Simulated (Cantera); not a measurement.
# Equilibrium for silicon carbide growth: CH₃SiH₃ + CH₄ + H₂

A closed system holds: 1 mol CH₃SiH₃, 0.18 mol CH₄, 5.1 mol H₂, equilibrated at 2375 K.

Cantera equilibrium calculation (NASA polynomials, part measured and part estimated; ideal gas, pure solids and liquids). Candidate condensed phases: C, C₆H₆, C₇H₈, C₈H₁₈, Si, SiC; 87 gas species. The feed counts by its element totals alone. Gases not in the tables: Si₂H₆ and higher silanes. Rates play no part.

```json
[
 {"P (Pa)": "100", "log p H₂": "-3.24", "log p H": "-3.47", "log p Si": "-4.15", "log p SiC₂": "-4.90", "log p Si₂C": "-5.78", "log p C₂H₂ (acetylene)": "-5.45", "log p SiH": "-6.26", "n C(graphite)": "0.787", "n SiC(s)": "0"},
 {"P (Pa)": "400", "log p H₂": "-2.54", "log p H": "-3.12", "log p Si": "-3.55", "log p SiC₂": "-4.31", "log p Si₂C": "-4.60", "log p C₂H₂ (acetylene)": "-4.75", "log p SiH": "-5.32", "n C(graphite)": "0.763", "n SiC(s)": "0"},
 {"P (Pa)": "1600", "log p H₂": "-1.86", "log p H": "-2.78", "log p Si": "-3.51", "log p SiC₂": "-4.26", "log p Si₂C": "-4.50", "log p C₂H₂ (acetylene)": "-4.07", "log p SiH": "-4.93", "n C(graphite)": "0.254", "n SiC(s)": "0.744"},
 {"P (Pa)": "6300", "log p H₂": "-1.23", "log p H": "-2.47", "log p Si": "-3.51", "log p SiC₂": "-4.26", "log p Si₂C": "-4.50", "log p C₂H₂ (acetylene)": "-3.44", "log p SiH": "-4.61", "n C(graphite)": "0.122", "n SiC(s)": "0.936"},
 {"P (Pa)": "25000", "log p H₂": "-0.62", "log p H": "-2.16", "log p Si": "-3.51", "log p SiC₂": "-4.26", "log p Si₂C": "-4.50", "log p C₂H₂ (acetylene)": "-2.82", "log p SiH": "-4.31", "n C(graphite)": "0.0883", "n SiC(s)": "0.982"},
 {"P (Pa)": "100000", "log p H₂": "-0.01", "log p H": "-1.86", "log p Si": "-3.51", "log p SiC₂": "-4.26", "log p Si₂C": "-4.50", "log p C₂H₂ (acetylene)": "-2.22", "log p SiH": "-4.00", "n C(graphite)": "0.0779", "n SiC(s)": "0.995"}
]
```
log p: log10 of the partial pressure in bar; n: condensed amount in mol.

From 1.00 mbar to 4.00 mbar the condensed part is C(graphite). From 16.0 mbar to 1.00 bar the condensed part is C(graphite) + SiC(s). The main Si-bearing gas is Si throughout.
